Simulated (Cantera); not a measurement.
# Sublimation and decomposition of ceramics: TiC + C + N2

Charge: 1 mol TiC, 0.96 mol C, 6.5 mol N2, held at 1.33 mbar.

These are equilibrium values from Cantera (NASA tables, ideal gas, pure condensed phases), not measurements of a reactor. Candidate condensed phases: C, Ti, TiC, TiN; 13 gas species. TiC: taken at fixed stoichiometry. Equilibrium is a limit: real reactors are often held back by kinetics, nucleation or transport.

```tsv
T (K)	x N2	x Ti	x C3	x CN	x C	x C2	x C5	x C2N2	n C(graphite)	n TiC(s)
2725	0.956	0.0161	0.00917	0.0153	0.00213	0.000882	6.71e-5	0.000256	0.747	0.891
2750	0.944	0.0208	0.0127	0.0181	0.00283	0.00122	0.000101	0.000286	0.675	0.858
2775	0.929	0.0267	0.0174	0.0212	0.00375	0.00169	0.000152	0.000318	0.577	0.815
2800	0.909	0.0341	0.0237	0.0248	0.00494	0.00231	0.000226	0.000352	0.443	0.759
2825	0.885	0.0435	0.0321	0.0289	0.00648	0.00315	0.000335	0.000385	0.257	0.686
2850	0.854	0.0551	0.0433	0.0333	0.00845	0.00427	0.000490	0.000418	0	0.589
2875	0.827	0.0748	0.0467	0.0356	0.0102	0.00498	0.000497	0.000391	0	0.424
2900	0.791	0.100	0.0513	0.0382	0.0124	0.00586	0.000521	0.000368	0	0.195
2925	0.762	0.120	0.0545	0.0405	0.0148	0.00674	0.000516	0.000341	0	0
```
x: gas mole fraction; n: condensed amount in mol.

From 2725 K to 2825 K the condensed part is C(graphite) + TiC(s). From 2850 K to 2900 K the condensed part is TiC(s). At 2925 K nothing is condensed. The main Ti-bearing gas is Ti throughout. The share of Ti in condensed phases is highest at 2725 K (89.1 %) and lowest at 2925 K (0.0 %).
